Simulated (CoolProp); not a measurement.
Properties of R365MFC along the isotherm 362.4 K (Tc = 460.0 K, pc = 3266 kPa, ω = 0.377).

Computed with CoolProp (reference Helmholtz-energy equation of state, Lemmon 2016).

```csv
p (kPa),phase,Z,cp (kJ/(kg K)),cv (kJ/(kg K)),speed of sound (m/s),isothermal compressibility (1/MPa),fugacity coefficient
350,gas,0.9030,1.182,1.084,133.6,3.206,0.9128
700,liquid,0.03109,1.531,1.138,489.9,0.005065,0.5760
1050,liquid,0.04655,1.528,1.138,494.1,0.004960,0.3900
1400,liquid,0.06196,1.525,1.138,498.3,0.004861,0.2971
1750,liquid,0.07732,1.522,1.137,502.4,0.004766,0.2414
2100,liquid,0.09262,1.519,1.137,506.4,0.004675,0.2043
2450,liquid,0.1079,1.517,1.137,510.4,0.004587,0.1778
2800,liquid,0.1231,1.514,1.137,514.3,0.004504,0.1580
3150,liquid,0.1383,1.512,1.137,518.1,0.004424,0.1426
3500,liquid,0.1534,1.509,1.137,521.9,0.004347,0.1304
3850,liquid,0.1685,1.507,1.137,525.6,0.004273,0.1203
4200,liquid,0.1835,1.505,1.137,529.3,0.004202,0.1120
4550,liquid,0.1985,1.503,1.136,532.9,0.004134,0.1050
4900,liquid,0.2135,1.501,1.136,536.5,0.004067,0.09899
```
